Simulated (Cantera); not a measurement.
A Cantera script and what it prints.

```python
import numpy as np
import cantera as ct

gas_names = """
    H H2 N NH NH2 NH3 N2 N2H2 N2H4 Si SiH SiH2 SiH3 SiH4 SiN Si2 Si2N Si3
""".split()
cond_names = """
    Si(cr) Si(L) Si3N4(a)
""".split()


# ... load() reads the species with a 1 bar reference pressure and builds the phases ...
atoms = {
    'SiH4': {'Si': 1, 'H': 4},
    'N2': {'N': 2},
}
top_T = {'Si3N4(a)': 2400}  # K; cautious upper limits of use, not melting points


# ... equilibrate(T, P, feed) seeds the gas with the atoms and calls Mixture.equilibrate('TP', solver="vcs", rtol=1e-11, max_steps=5000) ...
results = []
feed = {'SiH4': 1, 'N2': 13}  # mol
P = 370  # Pa
for T in [1098, 1173, 1248, 1323, 1398, 1473, 1548, 1623, 1698, 1773]:
    mix = equilibrate(T, P, feed)
    results.append((T, P, feed, dict(zip(mix.species_names, mix.species_moles))))

top = {s: max(r[3][s] / sum(r[3][g] for g in gas_names) for r in results) for s in gas_names}
cols = sorted((s for s in top if top[s] > 0.001), key=lambda s: -top[s])[:5]
seen = [c for c in cond_names if any(r[3].get(c, 0) > 1e-12 for r in results)]
print("log10 of partial pressures in bar; condensed amounts in mol")
print(f"{'T/K':>10s}" + "".join(f"{s[:9]:>10s}" for s in cols + seen))
for T, P, feed, n in results:
    ng = sum(n[g] for g in gas_names)
    print(f"{T:10.4g}" + "".join(f"{np.log10(max(n[s] / ng * P / 1e5, 1e-99)):10.3f}" for s in cols)
          + "".join(f"{n.get(c, 0):10.4g}" for c in seen))
```

Result:

```
log10 of partial pressures in bar; condensed amounts in mol
       T/K        N2        H2         H     Si(L)  Si3N4(a)
      1098    -2.497    -3.287    -9.250         0    0.3333
      1173    -2.497    -3.287    -8.572         0    0.3333
      1248    -2.497    -3.287    -7.974         0    0.3333
      1323    -2.497    -3.287    -7.443         0    0.3333
      1398    -2.497    -3.287    -6.969         0    0.3333
      1473    -2.497    -3.287    -6.542         0    0.3333
      1548    -2.497    -3.287    -6.155         0    0.3333
      1623    -2.497    -3.288    -5.804         0    0.3333
      1698    -2.497    -3.289    -5.484         0    0.3327
      1773    -2.495    -3.310    -5.201    0.9899         0
```

Equilibrium computed with Cantera from the NASA thermochemical tables; the gas is ideal and each condensed phase is pure. N2 is the only nitrogen source here; it is nearly inert below about 1500 K, so the nitride shown seldom forms there in practice. The tables' values for SiN are old estimates; treat these amounts as uncertain.
